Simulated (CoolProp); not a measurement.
Neopentane along the isotherm 438.6 K: Z from the reference equation and from simpler models built on Tc = 433.7 K, pc = 31.96 bar, ω = 0.196; each cubic takes its own stable root.

Computed with CoolProp (reference Helmholtz-energy equation of state, Lemmon 2006). It is a short technical equation, of lower accuracy than the large ones.

| p (bar) | phase | reference |
|---|---|---|
| 0.152 | gas | 0.9985 |
| 0.345 | gas | 0.9965 |
| 0.785 | gas | 0.9920 |
| 1.79 | gas | 0.9816 |
| 4.07 | gas | 0.9574 |
| 9.26 | gas | 0.8985 |
| 21.1 | gas | 0.7349 |
| 47.9 | supercritical | 0.2566 |

How far does each simpler model (van der Waals, Redlich-Kwong, Soave-Redlich-Kwong, Peng-Robinson) lie from the reference over these 8 states: mean and median of the absolute difference, and the worst?


- van der Waals: mean 5.4 %, median 0.3 %, worst +37.5 % at 438.6 K and 47.9 bar
- Redlich-Kwong: mean 2.0 %, median 0.0 %, worst +15.7 % at 438.6 K and 47.9 bar
- Soave-Redlich-Kwong: mean 2.2 %, median 0.0 %, worst +16.6 % at 438.6 K and 47.9 bar
- Peng-Robinson: mean 1.3 %, median 0.4 %, worst +5.6 % at 438.6 K and 47.9 bar
